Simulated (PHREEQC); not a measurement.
A solution holds 0.0032 mol CdSO4, 0.0002 mol HBF4 and 4e-05 mol Ca(HCO3)2 per kg of water, at 25 °C. Closed to the air; pH follows from the charge balance.

All values are PHREEQC results (ion-association model, phreeqc.dat), not measurements.

Q: The ionic strength comes out as 0.0102 mol/kgw. What activity coefficients do CdF+, Cd(SO4)2-2, HSO4-, Ca+2, H+ get?

A: CdF+ 0.90, Cd(SO4)2-2 0.66, HSO4- 0.90, Ca+2 0.67, H+ 0.91.

No solid was allowed to form. Real BF4- forms and hydrolyses slowly; the run takes it at equilibrium.
